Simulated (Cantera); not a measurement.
Input: 1 mol CaCO₃, 0.62 mol CO₂, equilibrated at 13.0 Pa.

These are equilibrium values from Cantera (NASA tables, ideal gas, pure condensed phases), not measurements of a reactor. Candidate condensed phases: C, Ca, CaCO₃, CaO; 15 gas species. The numbers say what is thermodynamically allowed, not how fast it happens. All values below are at 1000 K.

Base state: CO₂ 1.000 (mole fractions); condensed: CaO(s).

What changes in the equilibrium state with this change: pressure from 13.0 Pa to 0.100 bar?


| species | before | after |
|---|---|---|
| CO₂ | 1.000 | 1.000 |
| CaO(s), mol | 1.00 | 0 |
| CaCO₃(calcite), mol | 0 | 1.00 |
